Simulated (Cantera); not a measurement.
An isothermal, constant-pressure homogeneous reactor starts with 40.0 % H2, 25.0 % O2, 35.0 % N2, equivalence ratio 0.80, at 1298 K and 128 Torr.

Cantera simulation using GRI-Mech 3.0 (53 species, 325 reactions); the numbers are that mechanism's predictions, not measurements. The temperature is held fixed by assumption; the heat of reaction is taken as removed at once.

x: mole fraction; the columns are a selection and need not sum to one.

```csv
t (s),x H2,x O2,x NO,x H2O2,x H2O,x O,x OH
1.00e-5,0.400,0.250,<1e-12,2.95e-10,7.63e-8,1.85e-8,1.20e-8
5.24e-5,0.400,0.250,<1e-12,1.89e-8,0.000153,2.11e-5,1.35e-5
0.000275,(withheld),(withheld),(withheld),(withheld),(withheld),(withheld),(withheld)
0.00144,0.00431,0.0636,1.37e-5,2.53e-6,0.491,0.000989,0.00255
0.00756,0.000137,0.0624,1.37e-5,3.46e-7,0.500,2.98e-5,0.000445
0.0397,8.48e-6,0.0625,1.37e-5,4.33e-8,0.500,2.13e-6,0.000120
0.208,1.16e-6,0.0625,1.37e-5,7.58e-9,0.500,3.10e-7,4.57e-5
1.09,4.27e-7,0.0625,1.37e-5,2.91e-9,0.500,1.09e-7,2.71e-5
5.72,4.09e-7,0.0625,1.37e-5,2.78e-9,0.500,1.04e-7,2.65e-5
30.0,4.09e-7,0.0625,1.37e-5,2.78e-9,0.500,1.04e-7,2.65e-5
```

**Question.** What belongs in the gaps?

**Answer.** 
- 0.000275, x H2: 0.0419
- 0.000275, x O2: 0.0855
- 0.000275, x NO: 9.84e-6
- 0.000275, x H2O2: 3.40e-6
- 0.000275, x H2O: 0.370
- 0.000275, x O: 0.0178
- 0.000275, x OH: 0.00995
